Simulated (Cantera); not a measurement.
Charge: 1 mol CF₄, 0.91 mol F₂, 0.22 mol H₂, 0.075 mol CH₄, at 3275 K and 1000 Pa.

Method: chemical equilibrium by Gibbs-energy minimisation in Cantera with the NASA 1993 tables (ideal gas, pure condensed phases). Candidate condensed phases: C, C₆H₆, C₇H₈, C₈H₁₈; 95 gas species. Kinetics and transport are ignored.

Base state: F 0.767, HF 0.103, CF 0.0568, C₃ 0.0251, C 0.0212, H 0.0155, C₂ 0.00707, CF₂ 0.00390 (mole fractions); condensed: gas only.

Q: What changes in the equilibrium state with this change: CF₄ replaced by CH₃Cl?

A: 
| species | before | after |
|---|---|---|
| H | 0.0155 | 0.391 |
| HF | 0.103 | 0.250 |
| Cl | 0 | 0.173 |
| F | 0.767 | 0.0735 |
| H₂ | 2.03e-5 | 0.0130 |
| CF | 0.0568 | 0.00659 |
| C₃ | 0.0251 | 0.0445 |
| C₂ | 0.00707 | 0.0104 |
| C | 0.0212 | 0.0256 |
| HCl | 0 | 0.00859 |
| CCl | 0 | 1.87e-5 |
| C₂H₂ (acetylene) | 3.82e-7 | 0.000358 |
| CF₂ | 0.00390 | 4.34e-5 |
The tables' values for CCl are old estimates; treat these amounts as uncertain.

Q: What changes in the equilibrium state with this change: temperature from 3275 K to 625 K?

A: 
| species | before | after |
|---|---|---|
| CF₄ | 9.98e-9 | 0.487 |
| HF | 0.103 | 0.335 |
| F₂ | 5.09e-7 | 0.176 |
| F | 0.767 | 0.00113 |
| CF | 0.0568 | <1e-9 |
| C₃ | 0.0251 | <1e-9 |
| C | 0.0212 | <1e-9 |
| H | 0.0155 | <1e-9 |
| C₂ | 0.00707 | <1e-9 |
| CF₂ | 0.00390 | <1e-9 |
| C₅ | 0.000144 | <1e-9 |
| C₂H | 7.13e-5 | <1e-9 |
| C₄ | 6.68e-5 | <1e-9 |
Condensed phases not in the tables: fluorocarbon polymer. Gases not in the tables: C₂F₆ and larger saturated fluorocarbons.
